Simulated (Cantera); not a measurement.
Input: 1 mol SiCl₄, 4.2 mol N₂O, 28 mol H₂, at 14000 Pa.

Equilibrium computed with Cantera from the NASA thermochemical tables; the gas is ideal and each condensed phase is pure. Candidate condensed phases: H₂O, NH₄Cl, Si, SiO₂, Si₂N₂O, Si₃N₄; 47 gas species. The tables hold silica as quartz up to 1696 K and as liquid above; real silica turns to tridymite and cristobalite and melts near 1996 K. Kinetics and transport are ignored. All values below are at 1173 K.

Base state: H₂ 0.696, N₂ 0.123, HCl 0.117, H₂O 0.0643 (mole fractions); condensed: SiO₂(β-quartz).

Task: What changes in the equilibrium state with this change: SiCl₄ replaced by SiH₄?

Result: 
```tsv
species	before	after
H₂	0.696	0.813
N₂	0.123	0.123
H₂O	0.0643	0.0643
HCl	0.117	0
SiO₂(β-quartz), mol	1.00	1.00
```
